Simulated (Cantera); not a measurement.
An isothermal, constant-pressure homogeneous reactor starts with 0.369 % H2, 49.8 % O2, 49.8 % N2, at 1300 K and 1330 Pa.

Model: GRI-Mech 3.0 (53 species, 325 reactions), integrated in Cantera. Radical loss at walls, strong at low pressure, is not modelled.

x: mole fraction; the columns are a selection and need not sum to one.

| t (s) | x H2 | x O2 | x NO2 | x O | x NO | x OH |
|---|---|---|---|---|---|---|
| 8.00e-6 | 0.00369 | 0.498 | <1e-12 | 5.34e-12 | <1e-12 | 5.33e-12 |
| 4.42e-5 | 0.00369 | 0.498 | <1e-12 | 1.33e-10 | <1e-12 | 1.32e-10 |
| 0.000245 | 0.00369 | 0.498 | <1e-12 | 1.95e-9 | <1e-12 | 1.86e-9 |
| 0.00135 | 0.00369 | 0.498 | <1e-12 | 2.51e-8 | <1e-12 | 2.09e-8 |
| 0.00748 | 0.00367 | 0.498 | <1e-12 | 1.17e-5 | <1e-12 | 9.03e-6 |
| 0.0414 | ? | 0.495 | <1e-12 | ? | ? | ? |
| 0.229 | 8.70e-6 | 0.495 | 1.48e-12 | 0.00249 | 1.44e-8 | 0.000343 |
| 1.27 | ? | 0.496 | 7.31e-12 | ? | ? | ? |
| 7.00 | 3.51e-7 | 0.497 | 2.25e-11 | 9.64e-5 | 8.64e-8 | 6.92e-5 |

Problem. Fill in the missing entries.

Solution. 
- 0.0414, x H2: 1.10e-5
- 0.0414, x O: 0.00318
- 0.0414, x NO: 1.68e-9
- 0.0414, x OH: 0.000385
- 1.27, x H2: 3.31e-6
- 1.27, x O: 0.000925
- 1.27, x NO: 5.15e-8
- 1.27, x OH: 0.000212
